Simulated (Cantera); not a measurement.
A diamond (100) surface in a fixed gas of H2 with x(CH4) = 0.0084, x(H) = 0.0037, x(CH3) = 0.00044, 135 Torr; coverages are run to steady state.

Model: the Harris–Goodwin 1993 mechanism for the reconstructed diamond (100) surface, integrated in Cantera.

θ: site fractions in the mechanism's names (c6HH fully hydrogenated, c6H* and c6*H radical sites, c6** diradical, c6HM methylated).

```json
[
 {"T (K)": "925", "growth (µm/h)": "(withheld)", "θ c6HH": "0.601", "θ c6H*": "0.0111", "θ c6*H": "0.282", "θ c6**": "0.00474", "θ c6HM": "0.0796"},
 {"T (K)": "975", "growth (µm/h)": "(withheld)", "θ c6HH": "0.568", "θ c6H*": "0.0149", "θ c6*H": "0.324", "θ c6**": "0.00715", "θ c6HM": "0.0645"},
 {"T (K)": "1025", "growth (µm/h)": "(withheld)", "θ c6HH": "0.534", "θ c6H*": "0.0191", "θ c6*H": "0.363", "θ c6**": "0.0103", "θ c6HM": "0.0520"},
 {"T (K)": "1075", "growth (µm/h)": "48.8", "θ c6HH": "0.502", "θ c6H*": "0.0239", "θ c6*H": "0.399", "θ c6**": "0.0141", "θ c6HM": "0.0409"},
 {"T (K)": "1125", "growth (µm/h)": "51.9", "θ c6HH": "0.473", "θ c6H*": "0.0290", "θ c6*H": "0.432", "θ c6**": "0.0188", "θ c6HM": "0.0300"},
 {"T (K)": "1175", "growth (µm/h)": "(withheld)", "θ c6HH": "0.447", "θ c6H*": "0.0345", "θ c6*H": "0.462", "θ c6**": "0.0242", "θ c6HM": "0.0193"},
 {"T (K)": "1225", "growth (µm/h)": "(withheld)", "θ c6HH": "0.422", "θ c6H*": "0.0402", "θ c6*H": "0.488", "θ c6**": "0.0302", "θ c6HM": "0.0104"},
 {"T (K)": "1275", "growth (µm/h)": "(withheld)", "θ c6HH": "0.399", "θ c6H*": "0.0458", "θ c6*H": "0.509", "θ c6**": "0.0366", "θ c6HM": "0.00484"},
 {"T (K)": "1325", "growth (µm/h)": "(withheld)", "θ c6HH": "0.377", "θ c6H*": "0.0512", "θ c6*H": "0.523", "θ c6**": "0.0430", "θ c6HM": "0.00207"},
 {"T (K)": "1375", "growth (µm/h)": "(withheld)", "θ c6HH": "0.357", "θ c6H*": "0.0563", "θ c6*H": "0.533", "θ c6**": "0.0494", "θ c6HM": "0.000865"}
]
```

Problem. Fill in the missing entries.

Solution. 
- 925, growth (µm/h): 25.5
- 975, growth (µm/h): 33.4
- 1025, growth (µm/h): 41.7
- 1175, growth (µm/h): 47.7
- 1225, growth (µm/h): 37.5
- 1275, growth (µm/h): 27.6
- 1325, growth (µm/h): 21.6
- 1375, growth (µm/h): 19.0
